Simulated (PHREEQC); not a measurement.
Dissolve 0.0021 mol TMAH and 2.8e-07 mol H4SiO4 per kg of water at 25 °C. Closed to the air; pH follows from the charge balance.

The numbers come from PHREEQC with the ion-association model, wateq4f.dat.

- pH = 11.30
- ionic strength = 0.00210 mol/kgw
- total alkalinity = 2.10 meq/kg

```
species   molality  activity   log γ
--------  --------  --------  ------
OH-        0.00210   0.00199  -0.022
(CH3)4N+   0.00210   0.00200  -0.022
H3SiO4-    2.67e-7   2.54e-7  -0.022
H4SiO4     8.64e-9   8.64e-9   0.000
H2SiO4-2   4.20e-9   3.44e-9  -0.086
```

No solid was allowed to form. Species that the database lacks are ignored. (CH3)4N+ isn't in the database: it is added as a free cation with an ion size of 4 Å.
